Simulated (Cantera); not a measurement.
What does this Cantera script print?

```python
import numpy as np
import cantera as ct

gas_names = """
    CL CL2 H HCL H2 Si SiCL SiCL2 SiCL3 SiCL4 SiH SiHCL3 SiH2 SiH2CL2 SiH3 SiH3CL SiH4 Si2 Si3
""".split()
cond_names = """
    Si(cr) Si(L)
""".split()


# ... load() reads the species with a 1 bar reference pressure and builds the phases ...
atoms = {
    'Si': {'Si': 1},
    'HCl': {'H': 1, 'CL': 1},
    'H2': {'H': 2},
}
top_T = {}  # K; cautious upper limits of use, not melting points


# ... equilibrate(T, P, feed) seeds the gas with the atoms and calls Mixture.equilibrate('TP', solver="vcs", rtol=1e-11, max_steps=5000) ...
results = []
feed = {'Si': 1, 'HCl': 2.3, 'H2': 15}  # mol
P = 100000  # Pa
for T in [575, 675, 775, 875, 975, 1075, 1175, 1275, 1375, 1475, 1575, 1675]:
    mix = equilibrate(T, P, feed)
    results.append((T, P, feed, dict(zip(mix.species_names, mix.species_moles))))

top = {s: max(r[3][s] / sum(r[3][g] for g in gas_names) for r in results) for s in gas_names}
cols = sorted((s for s in top if top[s] > 0.0001), key=lambda s: -top[s])[:6]
seen = [c for c in cond_names if any(r[3].get(c, 0) > 1e-12 for r in results)]
print("log10 of partial pressures in bar; condensed amounts in mol")
print(f"{'T/K':>10s}" + "".join(f"{s[:9]:>10s}" for s in cols + seen))
for T, P, feed, n in results:
    ng = sum(n[g] for g in gas_names)
    print(f"{T:10.4g}" + "".join(f"{np.log10(max(n[s] / ng * P / 1e5, 1e-99)):10.3f}" for s in cols)
          + "".join(f"{n.get(c, 0):10.4g}" for c in seen))
```

Result:

```
log10 of partial pressures in bar; condensed amounts in mol
       T/K        H2       HCL     SiCL2    SiHCL3     SiCL4     SiCL3    Si(cr)
       575    -0.018    -4.866   -10.132    -1.699    -1.719    -7.595    0.3338
       675    -0.018    -3.894    -7.963    -1.716    -1.710    -6.166    0.3355
       775    -0.018    -3.178    -6.363    -1.732    -1.703    -5.109    0.3392
       875    -0.018    -2.630    -5.136    -1.751    -1.702    -4.300    0.3481
       975    -0.020    -2.200    -4.172    -1.775    -1.713    -3.668    0.3668
      1075    -0.022    -1.858    -3.404    -1.815    -1.745    -3.174    0.3996
      1175    -0.026    -1.588    -2.792    -1.882    -1.817    -2.799    0.4454
      1275    -0.032    -1.383    -2.320    -2.001    -1.958    -2.545    0.4942
      1375    -0.039    -1.241    -1.984    -2.201    -2.208    -2.427    0.5297
      1475    -0.044    -1.161    -1.779    -2.497    -2.590    -2.451    0.5442
      1575    -0.046    -1.125    -1.674    -2.862    -3.067    -2.579    0.5444
      1675    -0.048    -1.114    -1.623    -3.242    -3.564    -2.752    0.5389
```

Method: chemical equilibrium by Gibbs-energy minimisation in Cantera with the NASA 1993 tables (ideal gas, pure condensed phases). The tables' values for SiCl3 are old estimates; treat these amounts as uncertain. Gases not in the tables: Si2H6 and higher silanes.
